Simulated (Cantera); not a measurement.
A closed system holds: 1 mol Cr, 3.4 mol N2, a varied amount of H2, equilibrated at 1.00 bar.

These are equilibrium values from Cantera (NASA tables, ideal gas, pure condensed phases), not measurements of a reactor. Candidate condensed phases: Cr, CrN, Cr2N; 11 gas species. Equilibrium is a limit: real reactors are often held back by kinetics, nucleation or transport.

Problem. What condenses at these points (T in K, n(H2) in mol): (2773, 19); (2498, 5.5); (2723, 2.6); (2698, 12); (2523, 2.6)?

Solution. 
```csv
T (K),n(H2) in mol,condensed phases,Cr condensed (%)
2773,19,gas only,0.0
2498,5.5,Cr,21.8
2723,2.6,gas only,0.0
2698,12,gas only,0.0
2523,2.6,Cr,37.0
```
